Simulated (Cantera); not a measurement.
Feed: 1 mol BN, 130 mol H2, equilibrated at 1748 K and 6.23 Torr.

These are equilibrium values from Cantera (NASA tables, ideal gas, pure condensed phases), not measurements of a reactor. Candidate condensed phases: B, BN; 15 gas species. Mutual solubility and eutectic melting of coexisting phases are not modelled. The tables' values for BH2 are old estimates; treat these amounts as uncertain. Rates play no part.

Base state: H2 0.997, H 0.00250, N2 0.000191, BH2 8.86e-5 (mole fractions); condensed: B(s) + BN(s).

**Question.** What changes in the equilibrium state with this change: temperature from 1748 K to 925 K?

**Answer.** 
| species | before | after |
|---|---|---|
| H2 | 0.997 | 1.00 |
| H | 0.00250 | 2.86e-9 |
| N2 | 0.000191 | <1e-9 |
| BH2 | 8.86e-5 | <1e-9 |
| B(s), mol | 0.0379 | 0 |
| BN(s), mol | 0.950 | 1.00 |

**Question.** What changes in the equilibrium state with this change: 0.14 mol Cl2 added?

**Answer.** 
| species | before | after |
|---|---|---|
| H2 | 0.997 | 0.995 |
| H | 0.00250 | 0.00250 |
| HCl | 0 | 0.00207 |
| BCl | 0 | 7.19e-5 |
| BH2 | 8.86e-5 | 8.84e-5 |
| N2 | 0.000191 | 0.000191 |
| B(s), mol | 0.0379 | 0.0286 |
| BN(s), mol | 0.950 | 0.950 |
The tables' values for BH2, BCl are old estimates; treat these amounts as uncertain. Further candidate phases: NH4Cl.

**Question.** What changes in the equilibrium state with this change: pressure from 6.23 Torr to 2.03 Torr?

**Answer.** 
```csv
species,before,after
H2,0.997,0.995
H,0.00250,0.00439
N2,0.000191,0.000586
BH2,8.86e-5,8.84e-5
"B(s), mol",0.0379,0.141
"BN(s), mol",0.950,0.847
```
